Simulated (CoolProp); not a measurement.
A single-stage vapour-compression cycle with R1132(E): evaporating at 261.15 K (dew point), condensing at 307.15 K (bubble point), superheat 2 K, subcooling 2 K, compressor efficiency 0.8, no pressure losses. Each further row changes one setting.

Model: reference Helmholtz-energy equation of state, Akasaka 2024, in CoolProp.

```json
[
 {"case": "as stated", "cooling COP": "3.50", "pressure ratio": "3.77", "discharge temperature (K)": "336.3", "refrigerating effect (kJ/kg)": "188", "volumetric capacity (kJ/m³)": "3400"},
 {"case": "evaporating temperature 266.15 K", "cooling COP": "4.09", "pressure ratio": "3.18", "discharge temperature (K)": "332.8", "refrigerating effect (kJ/kg)": "191", "volumetric capacity (kJ/m³)": "4060"},
 {"case": "condensing temperature 302.15 K", "cooling COP": "4.08", "pressure ratio": "3.33", "discharge temperature (K)": "328.9", "refrigerating effect (kJ/kg)": "198", "volumetric capacity (kJ/m³)": "3580"},
 {"case": "subcooling 7 K", "cooling COP": "3.68", "pressure ratio": "3.77", "discharge temperature (K)": "336.3", "refrigerating effect (kJ/kg)": "198", "volumetric capacity (kJ/m³)": "3580"},
 {"case": "superheat 12 K", "cooling COP": "3.49", "pressure ratio": "3.77", "discharge temperature (K)": "346.9", "refrigerating effect (kJ/kg)": "199", "volumetric capacity (kJ/m³)": "3400"},
 {"case": "compressor efficiency 0.7", "cooling COP": "3.06", "pressure ratio": "3.77", "discharge temperature (K)": "342.5", "refrigerating effect (kJ/kg)": "188", "volumetric capacity (kJ/m³)": "3400"}
]
```
